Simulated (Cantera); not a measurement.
What does this Cantera script print?

```python
import numpy as np
import cantera as ct

gas_names = """
    C CO COS CO2 CS CS2 C2 C2O C3 C3O2 C4 C5 Mg MgO MgS Mg2 O O2 O3 S SO SO2 SO3 S2 S2O S8
""".split()
cond_names = """
    C(gr) Mg(cr) Mg(L) MgCO3(s) MgO(s) MgO(L) MgS(s) MgSO4(s) MgSO4(L) S(cr1) S(cr2) S(L)
""".split()


# ... load() reads the species with a 1 bar reference pressure and builds the phases ...
atoms = {
    'MgSO4': {'Mg': 1, 'S': 1, 'O': 4},
    'C': {'C': 1},
    'O2': {'O': 2},
}
top_T = {'C(gr)': 4500, 'MgS(s)': 2250}  # K; cautious upper limits of use, not melting points


# ... equilibrate(T, P, feed) seeds the gas with the atoms and calls Mixture.equilibrate('TP', solver="gibbs", rtol=1e-10, max_steps=50000) ...
results = []
feed = {'MgSO4': 1, 'C': 0.21, 'O2': 0.046}  # mol
P = 100000  # Pa
for T in [1023, 1123, 1223, 1323, 1423, 1523, 1623, 1723, 1823, 1923, 2023, 2123]:
    mix = equilibrate(T, P, feed)
    results.append((T, P, feed, dict(zip(mix.species_names, mix.species_moles))))
    x = sorted(zip(gas.X, gas.species_names), reverse=True)
    print(f"T = {T:g} K  P = {P:g} Pa  gas = {mix.phase_moles(0):.4g} mol")
    print("   x: " + "  ".join(f"{s} {v:.3e}" for v, s in x if v > 0.0001))
    print("   condensed (mol): " + ("  ".join(f"{mix.phase(i).name} {mix.phase_moles(i):.4g}"
          for i in range(1, mix.n_phases) if mix.phase_moles(i) > 1e-12) or "none"))
```

Output:

```
T = 1023 K  P = 100000 Pa  gas = 0.538 mol
   x: SO2 6.097e-01  CO2 3.903e-01
   condensed (mol): MgO(s) 0.328  MgSO4(s) 0.672
T = 1123 K  P = 100000 Pa  gas = 0.5381 mol
   x: SO2 6.095e-01  CO2 3.903e-01  SO3 1.934e-04
   condensed (mol): MgO(s) 0.3281  MgSO4(s) 0.6719
T = 1223 K  P = 100000 Pa  gas = 0.5396 mol
   x: SO2 6.084e-01  CO2 3.892e-01  SO3 2.108e-03  O2 2.615e-04
   condensed (mol): MgO(s) 0.3294  MgSO4(s) 0.6706
T = 1323 K  P = 100000 Pa  gas = 0.6689 mol
   x: SO2 6.104e-01  CO2 3.140e-01  O2 6.001e-02  SO3 1.564e-02
   condensed (mol): MgO(s) 0.4187  MgSO4(s) 0.5813
T = 1423 K  P = 100000 Pa  gas = 1.533 mol
   x: SO2 6.357e-01  O2 2.109e-01  CO2 1.370e-01  SO3 1.652e-02
   condensed (mol): MgO(s) 1
T = 1523 K  P = 100000 Pa  gas = 1.538 mol
   x: SO2 6.402e-01  O2 2.135e-01  CO2 1.365e-01  SO3 9.847e-03
   condensed (mol): MgO(s) 1
T = 1623 K  P = 100000 Pa  gas = 1.541 mol
   x: SO2 6.426e-01  O2 2.149e-01  CO2 1.362e-01  SO3 6.241e-03
   condensed (mol): MgO(s) 1
T = 1723 K  P = 100000 Pa  gas = 1.543 mol
   x: SO2 6.440e-01  O2 2.157e-01  CO2 1.361e-01  SO3 4.168e-03
   condensed (mol): MgO(s) 1
T = 1823 K  P = 100000 Pa  gas = 1.544 mol
   x: SO2 6.448e-01  O2 2.162e-01  CO2 1.359e-01  SO3 2.912e-03
   condensed (mol): MgO(s) 1
T = 1923 K  P = 100000 Pa  gas = 1.545 mol
   x: SO2 6.452e-01  O2 2.165e-01  CO2 1.357e-01  SO3 2.112e-03  CO 1.975e-04  O 1.684e-04
   condensed (mol): MgO(s) 1
T = 2023 K  P = 100000 Pa  gas = 1.546 mol
   x: SO2 6.452e-01  O2 2.168e-01  CO2 1.354e-01  SO3 1.583e-03  CO 4.650e-04  O 3.709e-04  SO 2.529e-04
   condensed (mol): MgO(s) 1
T = 2123 K  P = 100000 Pa  gas = 1.547 mol
   x: SO2 6.447e-01  O2 2.170e-01  CO2 1.348e-01  SO3 1.219e-03  CO 1.006e-03  O 7.590e-04  SO 5.873e-04
   condensed (mol): MgO(s) 1
```

Method: chemical equilibrium by Gibbs-energy minimisation in Cantera with the NASA 1993 tables (ideal gas, pure condensed phases). Mutual solubility and eutectic melting of coexisting phases are not modelled.
